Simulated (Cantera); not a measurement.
A closed system holds: 1 mol HMDSO, 6.4 mol O2, 11 mol N2, 3.8 mol NO, held at 1950 K and 0.133 bar.

Equilibrium computed with Cantera from the NASA thermochemical tables; the gas is ideal and each condensed phase is pure. Candidate condensed phases: C, C6H6, C7H8, C8H18, H2O, Si, SiC, SiO2, Si2N2O, Si3N4; 151 gas species. The feed counts by its element totals alone. The tables hold silica as quartz up to 1696 K and as liquid above; real silica turns to tridymite and cristobalite and melts near 1996 K. Gases not in the tables: Si(OH)4. Rates play no part.

Base state: N2 0.462, H2O 0.209, CO 0.151, H2 0.113, CO2 0.0635, H 0.00106, OH 0.000177, SiO 0.000131 (mole fractions); condensed: SiO2(condensed).

Q: What changes in the equilibrium state with this change: temperature from 1950 K to 823 K?

A: 
```
species                 before     after
--------------------  --------  --------
N2                       0.462     0.463
H2                       0.113     0.197
CO2                     0.0635     0.149
CO                       0.151    0.0653
H2O                      0.209     0.124
SiO                   0.000131     <1e-9
H                      0.00106     <1e-9
CH4                      <1e-9  0.000879
OH                    0.000177     <1e-9
SiO2(condensed), mol      2.00         0
SiO2(α-quartz), mol          0      2.00
```

Q: What changes in the equilibrium state with this change: pressure from 0.133 bar to 82.0 mbar?

A: 
```csv
species,before,after
N2,0.462,0.462
H2O,0.209,0.209
CO,0.151,0.151
H,0.00106,0.00135
H2,0.113,0.113
CO2,0.0635,0.0635
SiO,0.000131,0.000213
NO,1.10e-5,1.40e-5
OH,0.000177,0.000226
"SiO2(condensed), mol",2.00,1.99
```
